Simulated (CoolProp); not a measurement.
Vapour-liquid equilibrium of diethyl ether (1) + n-hexane (2) at 430.5 K; x and y are mole fractions of (1).

Values from CoolProp's multi-fluid Helmholtz-energy mixture model, Thol 2014 and Thol 2019; pair parameters Bell 2016.

**Question.** Give the bubble pressure and the first vapour's composition at x = 0.125, 0.5, 0.65. Is there an azeotrope?

**Answer.** x = 0.125: 1.024 MPa, y = 0.222; x = 0.5: 1.448 MPa, y = 0.633; x = 0.65: 1.615 MPa, y = 0.754. No azeotrope shows between x = 0.05 and 0.95.

The pair parameters rest on a limited set of measurements; away from them the model extrapolates. The gap from Raoult's law changes sign with composition, which may be real or a fault of the pair parameters; it wasn't checked against measurements.
